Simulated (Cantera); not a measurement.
Mixture: 7.01 % CH₃OH, 12.3 % O₂, 80.6 % N₂, equivalence ratio 0.85, at 26.6 atm, adiabatic and at constant pressure. Ignition delay is the time to a rise of 400 K.

Model: GRI-Mech 3.0 (53 species, 325 reactions), integrated in Cantera. GRI-Mech 3.0 was tuned for natural gas; its chemistry of methanol as a main component is partial and can be far from experiment. The pressure lies above the range GRI-Mech 3.0 was tuned for (to about 10 atm).

Problem. Predict: delay at 1125 K; delay at 1175 K; delay at 1225 K; delay at 1275 K; delay at 1325 K; delay at 1375 K; delay at 1425 K; apparent activation energy between 1325 and 1425 K.

Solution. 
```json
{
  "delay at 1125 K": "3.54 ms",
  "delay at 1175 K": "1.40 ms",
  "delay at 1225 K": "0.603 ms",
  "delay at 1275 K": "0.279 ms",
  "delay at 1325 K": "0.139 ms",
  "delay at 1375 K": "73.6 µs",
  "delay at 1425 K": "41.4 µs",
  "apparent activation energy between 1325 and 1425 K": "190 kJ/mol"
}
```
